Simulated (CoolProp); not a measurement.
Vapour pressure (MPa) of n-perfluorobutane: the reference equation beside estimates from Tc = 386.3 K, pc = 2.322 MPa, ω = 0.372. Clausius-Clapeyron is anchored at 191 K with a constant enthalpy of vaporisation of 29.21 kJ/mol.

Values from CoolProp's reference Helmholtz-energy equation of state, Gao 2022.

| T (K) | reference | Lee-Kesler | Clausius-Clapeyron | van der Waals | Redlich-Kwong | Soave-Redlich-Kwong |
|---|---|---|---|---|---|---|
| 179.7 | 0.0002085 | 0.0002286 | 0.0002124 | 0.03891 | 0.001816 | 0.0002365 |
| 185.4 | 0.0003856 | 0.0004135 | 0.0003874 | 0.04863 | 0.002915 | 0.0004267 |
| 191 | 0.0006752 | 0.0007112 | 0.0006752 | 0.05977 | 0.004480 | 0.0007321 |
| 196.7 | 0.001147 | 0.001190 | 0.001150 | 0.07290 | 0.006721 | 0.001222 |
| 202.4 | 0.001876 | 0.001926 | 0.001902 | 0.08797 | 0.009796 | 0.001971 |
| 208 | 0.002946 | 0.002998 | 0.003035 | 0.1048 | 0.01383 | 0.003059 |
| 213.7 | 0.004524 | 0.004572 | 0.004762 | 0.1241 | 0.01919 | 0.004653 |
| 219.4 | 0.006756 | 0.006795 | 0.007299 | 0.1458 | 0.02606 | 0.006895 |
| 225 | 0.009775 | 0.009798 | 0.01087 | 0.1695 | 0.03455 | 0.009914 |
| 230.7 | 0.01391 | 0.01391 | 0.01599 | 0.1963 | 0.04524 | 0.01404 |

Absolute difference from the reference over all 10 rows, mean and median: Lee-Kesler 3.2 and 2.2 %, Clausius-Clapeyron 4.6 and 2.4 %, van der Waals 6177.4 and 4023.3 %, Redlich-Kwong 435.7 and 395.8 %, Soave-Redlich-Kwong 5.5 and 4.4 %.
